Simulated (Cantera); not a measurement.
Cantera run, input and output.

```python
import numpy as np
import cantera as ct

gas = ct.Solution("gri30.yaml")
gas.TPX = 498, 880000, {'CH4': 1, 'O2': 1.82, 'N2': 6.84, 'H2O': 1, 'H2': 0.34}
inlet = ct.Reservoir(gas, clone=True)
gas.equilibrate("HP")  # start burning
reactor = ct.IdealGasConstPressureReactor(gas, energy="on", clone=False)
exhaust = ct.Reservoir(gas, clone=True)
tau = [0.31, 0.15, 0.068, 0.032, 0.015, 0.0071, 0.0034, 0.0016, 0.00074, 0.00035, 0.00016, 7.8e-05][0]
for a, b in ((inlet, reactor), (reactor, exhaust)):
    ct.MassFlowController(a, b, mdot=lambda t: reactor.mass / tau)
net = ct.ReactorNet([reactor])
show = ['CH4', 'O2', 'H2O', 'CH2O', 'C2H2', 'C2H6']

rows = []
print(f"{'tau/s':>10s}{'T/K':>9s}" + "".join(f"{s:>11s}" for s in show))
for tau in [0.31, 0.15, 0.068, 0.032, 0.015, 0.0071, 0.0034, 0.0016, 0.00074, 0.00035, 0.00016, 7.8e-05]:
    net.initial_time = 0.0
    net.advance(30 * tau)
    before = gas.X
    net.advance(40 * tau)
    drift = np.max(np.abs(gas.X - before) / (gas.X + 1e-9))
    rows.append([gas.T, *gas[show].X, drift])
    print(f"{tau:10.3e}{gas.T:9.1f}" + "".join(f"{x:11.3e}" for x in gas[show].X))
```

Result:

```
     tau/s      T/K        CH4         O2        H2O       CH2O       C2H2       C2H6
 3.100e-01   2142.7  1.353e-05  1.927e-05  2.682e-01  2.072e-07  3.947e-08  8.784e-11
 1.500e-01   2142.3  2.466e-05  3.197e-05  2.682e-01  3.985e-07  1.328e-07  3.171e-10
 6.800e-02   2141.6  4.480e-05  5.820e-05  2.681e-01  7.929e-07  4.479e-07  1.186e-09
 3.200e-02   2140.6  7.500e-05  1.046e-04  2.681e-01  1.487e-06  1.282e-06  3.855e-09
 1.500e-02   2139.0  1.202e-04  1.889e-04  2.679e-01  2.730e-06  3.336e-06  1.174e-08
 7.100e-03   2136.5  1.843e-04  3.362e-04  2.678e-01  4.860e-06  7.789e-06  3.299e-08
 3.400e-03   2132.6  2.719e-04  5.882e-04  2.675e-01  8.393e-06  1.637e-05  8.587e-08
 1.600e-03   2126.1  3.971e-04  1.035e-03  2.671e-01  1.442e-05  3.216e-05  2.177e-07
 7.400e-04   2115.1  5.901e-04  1.849e-03  2.665e-01  2.490e-05  6.090e-05  5.590e-07
 3.500e-04   2096.5  9.221e-04  3.344e-03  2.654e-01  4.318e-05  1.154e-04  1.520e-06
 1.600e-04   2055.7  1.764e-03  6.943e-03  2.631e-01  8.387e-05  2.612e-04  6.024e-06
 7.800e-05    498.0  9.091e-02  1.655e-01  9.091e-02 -8.630e-17 -2.107e-17 -3.893e-17
```

Model: GRI-Mech 3.0 (53 species, 325 reactions), integrated in Cantera.
